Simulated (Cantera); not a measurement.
Charge: 1 mol SiHCl3, 0.11 mol C2H4, 18 mol H2, 0.17 mol C2H2, equilibrated at 2152 °C and 580 Pa.

Cantera equilibrium calculation (NASA polynomials, part measured and part estimated; ideal gas, pure solids and liquids). Candidate condensed phases: C, C6H6, C7H8, C8H18, Si, SiC; 109 gas species. The tables' values for SiCl are old estimates; treat these amounts as uncertain. Gases not in the tables: Si2H6 and higher silanes. Rates play no part.

Base state: H2 0.644, H 0.189, HCl 0.100, Si 0.0299, Cl 0.0209, SiC2 0.00608, C2H2 (acetylene) 0.00494, SiCl2 0.00160 (mole fractions); condensed: gas only.

Question: What changes in the equilibrium state with this change: pressure from 580 Pa to 970 Pa?

Answer: 
| species | before | after |
|---|---|---|
| H2 | 0.644 | 0.681 |
| H | 0.189 | 0.150 |
| HCl | 0.100 | 0.106 |
| Cl | 0.0209 | 0.0165 |
| Si | 0.0299 | 0.0284 |
| SiH2 | 3.24e-5 | 5.45e-5 |
| SiCl2 | 0.00160 | 0.00265 |
| C3 | 2.50e-5 | 1.51e-5 |
